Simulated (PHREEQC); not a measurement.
0.5 mol of Fluorite (CaF2) is brought to equilibrium with 1 kg of water, with rising amounts of (NH4)2SO4, at 75 °C. Oxygen is held at 0.21 atm. The system is closed to CO2. The run lets Fluorite, Gypsum, Portlandite precipitate or redissolve, and no other solid.

Model: ion-association model, wateq4f.dat, run in PHREEQC.

Task: Predict pH, dissolved Ca (mol/kgw) at (NH4)2SO4 added (mol) = 0.00208, 0.00625, 0.0167, 0.0187, 0.0208.

Result: 
```
(NH4)2SO4 added (mol)    pH  dissolved Ca (mol/kgw)
---------------------  ----  ----------------------
0.00208                5.48                0.000325
0.00625                5.31                0.000383
0.0167                 5.18                0.000460
0.0187                 5.17                0.000471
0.0208                 5.16                0.000481
```

Constants without temperature data keep their 25 °C values here.
